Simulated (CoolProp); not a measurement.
Vapour-liquid equilibrium of cyclohexane (1) + p-xylene (2) at 377.8 K; x and y are mole fractions of (1).

The numbers come from the multi-fluid Helmholtz-energy mixture model, Zhou 2014 and Zhou 2012; pair parameters Bell 2016 in CoolProp.

Problem. Give the bubble pressure and the first vapour's composition at x = 0.05, 0.45, 0.85. Is there an azeotrope?

Solution. x = 0.05: 0.4821 bar, y = 0.257; x = 0.45: 1.187 bar, y = 0.807; x = 0.85: 1.755 bar, y = 0.956. No azeotrope shows between x = 0.05 and 0.95.

Pair parameters are fitted to limited data, so mixtures are less certain than the pure fluids.
